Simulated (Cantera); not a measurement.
A closed system holds: 1 mol toluene, 5.2 mol H2, 0.46 mol CO2, equilibrated at 100000 Pa.

These are equilibrium values from Cantera (NASA tables, ideal gas, pure condensed phases), not measurements of a reactor. Candidate condensed phases: C, C6H6, C7H8, C8H18, H2O; 110 gas species. Kinetics and transport are ignored.

Over these rows the condensed part is C(graphite). Partial pressures as log10 of bar:

| T (K) | 1000/T (1/K) | log p H2O | log p H2 | log p CO | log p CH4 |
|---|---|---|---|---|---|
| 1048 | 0.9542 | -1.89 | -0.06 | -1.10 | -1.36 |
| 1123 | 0.8905 | -2.29 | -0.05 | -1.06 | -1.64 |
| 1198 | 0.8347 | -2.67 | -0.05 | -1.05 | -1.89 |
| 1273 | 0.7855 | -3.01 | -0.05 | -1.04 | -2.12 |
| 1348 | 0.7418 | ? | -0.04 | -1.04 | -2.32 |
| 1423 | 0.7027 | -3.59 | -0.04 | -1.04 | -2.51 |

Fit log p(H2O) = a + b·(1000/T) to the five rows, give the apparent enthalpy, and predict the row at 1348 K.

Means: 1000/T = 0.8335, log p = -2.690. Sxy = 0.252464, Sxx = 0.0372316, so b = 6.78 and a = -2.690 − (6.78)×0.8335 = -8.34.
Apparent enthalpy: −19.145 × (6.78) = -130 kJ/mol. With the condensed phases at unit activity, H2(g) + CO(g) = H2O(g) + C(graphite) links this pressure to the main gases: over the six rows their terms move log p by +0.08 in all, so the slope is close to that reaction's ΔH°. The five rows lie within 0.02 of the line.
Prediction at 1348 K: -8.34 + (6.78)×0.7418 = -3.31. The computed value is -3.32, 0.01 from the line.
